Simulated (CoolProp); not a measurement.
Sulfur hexafluoride at 326.15 K and 4.45 MPa is throttled through a valve to 2.89 MPa with no heat exchange. Each further row changes one setting.

Model: reference Helmholtz-energy equation of state, Guder 2009, in CoolProp.

```
case                       temperature change (K)                       final phase  final density (kg/m³)
-------------------------  ----------------------  --------------------------------  ---------------------
as stated                                   -19.3  two-phase, vapour fraction 0.685                      …
outlet pressure 0.867 MPa                   -65.7  two-phase, vapour fraction 0.934                      …
outlet pressure 3.76 MPa                     -7.4                                 …                      …
```

Problem. What belongs in the gaps?

Solution. 
- as stated, final density (kg/m³): 398
- outlet pressure 0.867 MPa, final density (kg/m³): 76.0
- outlet pressure 3.76 MPa, final phase: supercritical
- outlet pressure 3.76 MPa, final density (kg/m³): 667
